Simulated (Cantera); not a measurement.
A closed system holds: 1 mol B₂O₃, 0.13 mol H₂O, at 1.00 bar.

Cantera equilibrium calculation (NASA polynomials, part measured and part estimated; ideal gas, pure solids and liquids). Candidate condensed phases: B, B₂O₃, B₃O₃H₃, H₂O; 23 gas species. Gases not in the tables: H₃BO₃. Rates play no part.

Task: Which condensed phases are stable at each of these points (T (°C)): 602, 752, 902, 1052, 1202, 1352, 1502, 1652, 1802, 1952, 2102?

Result: 
```tsv
T (°C)	condensed phases	B condensed (%)
602	B₂O₃(l)	99.0
752	B₂O₃(l)	99.5
902	B₂O₃(l)	99.8
1052	B₂O₃(l)	99.8
1202	B₂O₃(l)	99.8
1352	B₂O₃(l)	99.5
1502	B₂O₃(l)	98.7
1652	B₂O₃(l)	96.9
1802	B₂O₃(l)	92.6
1952	B₂O₃(l)	76.5
2102	gas only	0.0
```

From 602 °C to 1952 °C the condensed part is B₂O₃(l). At 2102 °C nothing is condensed.
